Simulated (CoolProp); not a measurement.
Saturation properties of R245ca (Tc = 447.6 K, pc = 39.41 bar, ω = 0.355).

The numbers come from the reference Helmholtz-energy equation of state, Zhou 2016 in CoolProp.

```
T (K)  p (bar)  liquid density (kg/m³)  vapour density (kg/m³)  surface tension (mN/m)
-----  -------  ----------------------  ----------------------  ----------------------
262.9   0.2035                    1473                   1.263                    20.9
267.7   0.2609                    1461                   1.593                    20.3
272.6   0.3323                    1450                   1.999                    19.7
277.4   0.4170                       …                   2.473                    19.0
282.2   0.5182                    1427                   3.032                       …
287     0.6382                    1415                   3.687                    17.8
291.8   0.7794                    1403                   4.448                       …
296.6   0.9443                    1391                   5.329                    16.5
301.4    1.136                    1379                   6.341                       …
306.2    1.356                       …                   7.498                    15.3
311      1.609                       …                   8.816                    14.6
315.9    1.903                    1342                   10.34                    14.0
320.7    2.230                    1329                   12.03                    13.4
325.5        …                    1316                       …                    12.8
330.3    3.012                    1303                   16.06                    12.2
```

Question: Complete the blanks.

Answer: 
- 277.4, liquid density (kg/m³): 1438
- 282.2, surface tension (mN/m): 18.4
- 291.8, surface tension (mN/m): 17.1
- 301.4, surface tension (mN/m): 15.9
- 306.2, liquid density (kg/m³): 1367
- 311, liquid density (kg/m³): 1354
- 325.5, p (bar): 2.598
- 325.5, vapour density (kg/m³): 13.93

It boils at 298.4 K under 1 atm.

Surface tension comes from a separate correlation (Mulero 2012).
